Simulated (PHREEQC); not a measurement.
Dissolve 0.0029 mol/kgw Mn(NO3)2 at 20 °C. Closed to the air; pH follows from the charge balance.

Equilibrium calculation in PHREEQC: ion-association model, wateq4f.dat.

No solid was allowed to form.

### Question
What pH does the model give?

### Answer
pH 6.69.
